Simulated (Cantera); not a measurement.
Charge: 1 mol Si, 0.76 mol H₂O, 1.5 mol H₂, 0.11 mol O₂, held at 0.00218 Torr.

These are equilibrium values from Cantera (NASA tables, ideal gas, pure condensed phases), not measurements of a reactor. Candidate condensed phases: H₂O, Si, SiO₂; 18 gas species. Mutual solubility and eutectic melting of coexisting phases are not modelled. The tables hold silica as quartz up to 1696 K and as liquid above; real silica turns to tridymite and cristobalite and melts near 1996 K. The numbers say what is thermodynamically allowed, not how fast it happens.

x: gas mole fraction; n: condensed amount in mol.

```json
[
 {"T (°C)": "877", "x H₂": "0.959", "x H": "4.29e-5", "x SiO": "0.0411", "x Si": "6.83e-8", "n Si(s)": "?", "n SiO₂(β-quartz)": "0.442"},
 {"T (°C)": "1027", "x H₂": "0.697", "x H": "0.000542", "x SiO": "0.302", "x Si": "1.49e-5", "n Si(s)": "?", "n SiO₂(β-quartz)": "0"},
 {"T (°C)": "1177", "x H₂": "0.693", "x H": "0.00462", "x SiO": "0.301", "x Si": "0.00106", "n Si(s)": "?", "n SiO₂(β-quartz)": "0"},
 {"T (°C)": "1327", "x H₂": "0.671", "x H": "0.0262", "x SiO": "0.297", "x Si": "0.00603", "n Si(s)": "0", "n SiO₂(β-quartz)": "0"},
 {"T (°C)": "1477", "x H₂": "0.603", "x H": "0.106", "x SiO": "0.285", "x Si": "0.00580", "n Si(s)": "0", "n SiO₂(β-quartz)": "0"},
 {"T (°C)": "1627", "x H₂": "0.433", "x H": "0.307", "x SiO": "0.254", "x Si": "0.00519", "n Si(s)": "0", "n SiO₂(β-quartz)": "0"},
 {"T (°C)": "1777", "x H₂": "0.195", "x H": "0.588", "x SiO": "0.212", "x Si": "0.00433", "n Si(s)": "0", "n SiO₂(β-quartz)": "0"}
]
```

Problem. What belongs in the gaps?

Solution. 
- 877, n Si(s): 0.462
- 1027, n Si(s): 0.0200
- 1177, n Si(s): 0.0165
